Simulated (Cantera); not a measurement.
Mixture: CH₄ : CO : O₂ : N₂ = 1 : 0.076 : 3.85 : 14.5 (molar parts), equivalence ratio 0.53, at 500000 Pa, adiabatic and at constant volume. Ignition delay is the time to a rise of 400 K.

Computed with Cantera and GRI-Mech 3.0 (53 species, 325 reactions).

Problem. What does this change do: 1 parts CO2 added?

Solution. 
```csv
quantity,before,after
delay at 1125 K,21.0 ms,22.3 ms
delay at 1325 K,1.58 ms,1.70 ms
delay at 1525 K,0.200 ms,0.215 ms
delay at 1725 K,40.7 µs,43.3 µs
delay at 1925 K,12.2 µs,12.8 µs
apparent activation energy between 1725 and 1925 K,170 kJ/mol,170 kJ/mol
```

Problem. What does this change do: O2 3.85 to 4.9 parts?

Solution. 
```json
[
 {"quantity": "delay at 1125 K", "before": "21.0 ms", "after": "15.5 ms"},
 {"quantity": "delay at 1325 K", "before": "1.58 ms", "after": "1.16 ms"},
 {"quantity": "delay at 1525 K", "before": "0.200 ms", "after": "0.156 ms"},
 {"quantity": "delay at 1725 K", "before": "40.7 µs", "after": "34.4 µs"},
 {"quantity": "delay at 1925 K", "before": "12.2 µs", "after": "10.9 µs"},
 {"quantity": "apparent activation energy between 1725 and 1925 K", "before": "170 kJ/mol", "after": "160 kJ/mol"}
]
```
